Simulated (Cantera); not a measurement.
## Equilibrium for silicon carbide growth: SiH₄ + CH₄ + H₂ + C₂H₄

Input: 1 mol SiH₄, 0.011 mol CH₄, 550 mol H₂, 1.2 mol C₂H₄, equilibrated at 0.00220 bar.

Method: chemical equilibrium by Gibbs-energy minimisation in Cantera with the NASA 1993 tables (ideal gas, pure condensed phases). Candidate condensed phases: C, C₆H₆, C₇H₈, C₈H₁₈, Si, SiC; 87 gas species. The numbers say what is thermodynamically allowed, not how fast it happens.

```tsv
T (K)	x H₂	x H	x C₂H₂ (acetylene)	x Si	x SiC₂	x C₂H	x CH₄	n C(graphite)	n SiC(s)
1148	1.000	1.53e-6	3.71e-8	<1e-12	<1e-12	<1e-12	5.23e-5	1.38	1.00
1248	1.000	9.96e-6	2.43e-7	7.87e-12	<1e-12	<1e-12	2.45e-5	1.40	1.00
1348	1.000	4.93e-5	1.20e-6	3.22e-10	<1e-12	<1e-12	1.28e-5	1.40	1.000
1448	1.000	0.000196	4.75e-6	7.85e-9	8.64e-12	1.26e-12	7.34e-6	1.40	1.000
1548	0.999	0.000656	1.57e-5	1.26e-7	3.28e-10	2.59e-11	4.51e-6	1.39	1.000
1648	0.998	0.00190	4.46e-5	1.44e-6	7.96e-9	3.67e-10	2.94e-6	1.36	0.999
1748	0.995	0.00486	0.000112	1.25e-5	1.33e-7	3.83e-9	2.00e-6	1.29	0.992
1848	0.988	0.0112	0.000255	8.51e-5	1.63e-6	3.09e-8	1.42e-6	1.18	0.947
1948	0.975	0.0238	0.000526	0.000475	1.53e-5	2.00e-7	1.02e-6	1.10	0.701
2048	0.951	0.0466	0.000997	0.00156	8.01e-5	1.07e-6	7.45e-7	1.16	0
2148	0.912	0.0848	0.00175	0.00154	0.000121	4.85e-6	5.39e-7	0.227	0
2248	0.852	0.145	0.00188	0.00152	0.000116	1.26e-5	3.09e-7	0	0
2348	0.766	0.230	0.00178	0.00147	0.000101	2.72e-5	1.64e-7	0	0
2448	0.654	0.343	0.00161	0.00139	8.81e-5	5.44e-5	8.21e-8	0	0
```
x: gas mole fraction; n: condensed amount in mol.

From 1148 K to 1948 K the condensed part is C(graphite) + SiC(s). From 2048 K to 2148 K the condensed part is C(graphite). From 2248 K to 2448 K nothing is condensed.
